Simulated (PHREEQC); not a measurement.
Solution (54 °C): 0.0022 mol/kgw NaNO3. Closed to the air; pH follows from the charge balance.

Equilibrium calculation in PHREEQC: ion-association model, wateq4f.dat.

```
Quantity                 Result
--------------  ---------------
ionic strength  0.00220 mol/kgw
```

```json
[
 {"species": "NO3-", "molality": "0.00220", "activity": "0.00208", "log γ": "-0.024"},
 {"species": "Na+", "molality": "0.00220", "activity": "0.00208", "log γ": "-0.024"},
 {"species": "H+", "molality": "2.73e-7", "activity": "2.59e-7", "log γ": "-0.022"},
 {"species": "OH-", "molality": "2.73e-7", "activity": "2.58e-7", "log γ": "-0.024"}
]
```

No solid was allowed to form. Complexes and solids missing from the database can't appear. Away from 25 °C the constants follow the database's enthalpies or fits; those with neither stay at their 25 °C values.
